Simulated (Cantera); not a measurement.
**Hydrocarbon pyrolysis for carbon deposition**

A perfectly stirred reactor is fed with 12.3 % C₃H₈, 87.7 % H₂, at 100.0 Torr; it is held at 1675 K, and followed from long to short residence time.

Cantera simulation using GRI-Mech 3.0 (53 species, 325 reactions); the numbers are that mechanism's predictions, not measurements. GRI-Mech 3.0 was tuned for natural gas; its chemistry of propane as a main component is partial and can be far from experiment. GRI-Mech 3.0 stops at C3 and has no aromatics, soot or wall deposition, so with more carbon than oxygen in the feed, carbon stays in small species such as C2H2 where larger ones or solid carbon would form.

```json
[
 {"τ (s)": "4.3", "x C₃H₈": "1.35e-6", "x H₂": "0.853", "x C₂H": "2.36e-7", "x CH₄": "0.0178", "x C₂H₂": "0.128", "x C₂H₄": "0.000905"},
 {"τ (s)": "1.8", "x C₃H₈": "3.16e-6", "x H₂": "0.849", "x C₂H": "2.45e-7", "x CH₄": "0.0244", "x C₂H₂": "0.125", "x C₂H₄": "0.000946"},
 {"τ (s)": "0.72", "x C₃H₈": "7.62e-6", "x H₂": "0.843", "x C₂H": "2.62e-7", "x CH₄": "0.0330", "x C₂H₂": "0.122", "x C₂H₄": "0.00106"},
 {"τ (s)": "0.29", "x C₃H₈": "1.79e-5", "x H₂": "0.837", "x C₂H": "2.89e-7", "x CH₄": "0.0427", "x C₂H₂": "0.118", "x C₂H₄": "0.00131"},
 {"τ (s)": "0.12", "x C₃H₈": "3.99e-5", "x H₂": "0.830", "x C₂H": "3.28e-7", "x CH₄": "0.0526", "x C₂H₂": "0.114", "x C₂H₄": "0.00183"},
 {"τ (s)": "0.049", "x C₃H₈": "8.84e-5", "x H₂": "0.823", "x C₂H": "3.78e-7", "x CH₄": "0.0629", "x C₂H₂": "0.109", "x C₂H₄": "0.00284"},
 {"τ (s)": "0.020", "x C₃H₈": "0.000193", "x H₂": "0.816", "x C₂H": "4.38e-7", "x CH₄": "0.0732", "x C₂H₂": "0.103", "x C₂H₄": "0.00477"},
 {"τ (s)": "0.0082", "x C₃H₈": "0.000415", "x H₂": "0.809", "x C₂H": "5.00e-7", "x CH₄": "0.0828", "x C₂H₂": "0.0963", "x C₂H₄": "0.00827"}
]
```
x: mole fraction; the columns are a selection and need not sum to one.
